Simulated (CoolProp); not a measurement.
Water along the isotherm 659.3 K: fugacity coefficient from the reference equation and from simpler models built on Tc = 647.1 K, pc = 22.06 MPa, ω = 0.344; each cubic takes its own stable root.

Model: reference Helmholtz-energy equation of state, Wagner 2002, in CoolProp.

```tsv
p (MPa)	phase	reference
2.76	gas	0.9614
5.52	gas	0.9226
8.27	gas	0.8839
11	gas	0.8453
13.8	gas	0.8055
16.5	gas	0.7666
19.3	gas	0.7257
22.1	supercritical	0.6834
24.8	supercritical	0.6395
27.6	supercritical	0.5891
30.3	supercritical	0.5466
33.1	supercritical	0.5094
```

Question: How far does each simpler model (van der Waals, Redlich-Kwong, Peng-Robinson) lie from the reference over these 12 states: mean and median of the absolute difference, and the worst?

Answer: 
- van der Waals: mean 3.5 %, median 3.2 %, worst +8.2 % at 659.3 K and 33.1 MPa
- Redlich-Kwong: mean 0.8 %, median 0.3 %, worst +3.3 % at 659.3 K and 33.1 MPa
- Peng-Robinson: mean 1.4 %, median 1.6 %, worst -2.3 % at 659.3 K and 19.3 MPa
